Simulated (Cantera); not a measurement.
# Stirred combustor or abatement burner

A perfectly stirred reactor is fed with 6.13 % C2H4, 16.7 % O2, 63.2 % N2, 11.6 % H2O, 2.33 % CO2, equivalence ratio 1.1, at 3750 Torr; it is adiabatic with a 450 K inlet, and is followed from long to short residence time, starting on the burning branch (τ in s: 0.07, 0.029, 0.012, 0.0047, 0.0019, 0.00078, 0.00032, 0.00013, 5.3e-05, 2.1e-05, 8.7e-06, 3.5e-06).

Model: GRI-Mech 3.0 (53 species, 325 reactions), integrated in Cantera. GRI-Mech 3.0 was tuned for natural gas; its chemistry of ethylene as a main component is partial and can be far from experiment.

```tsv
τ (s)	T (K)	x C2H4	x O2	x H2O	x CO2	x H2	x C2H6
0.070	2244	1.08e-6	0.000551	0.225	0.118	0.00899	6.02e-12
0.029	2239	2.25e-6	0.000801	0.224	0.117	0.00914	1.73e-11
0.012	2230	4.50e-6	0.00124	0.224	0.116	0.00941	4.64e-11
0.0047	2215	9.09e-6	0.00203	0.223	0.115	0.00989	1.25e-10
0.0019	2192	1.76e-5	0.00322	0.221	0.113	0.0106	3.19e-10
0.00078	2161	3.37e-5	0.00494	0.219	0.110	0.0116	8.20e-10
0.00032	2118	6.53e-5	0.00736	0.216	0.107	0.0129	2.27e-9
0.00013	2060	0.000133	0.0108	0.212	0.101	0.0144	7.41e-9
5.3e-5	1983	0.000299	0.0158	0.208	0.0936	0.0158	3.24e-8
2.1e-5	1846	0.00103	0.0275	0.204	0.0771	0.0166	4.25e-7
8.7e-6	450	0.0613	0.167	0.116	0.0233	<1e-12	<1e-12
3.5e-6	450	0.0613	0.167	0.116	0.0233	<1e-12	<1e-12
```
x: mole fraction; the columns are a selection and need not sum to one.
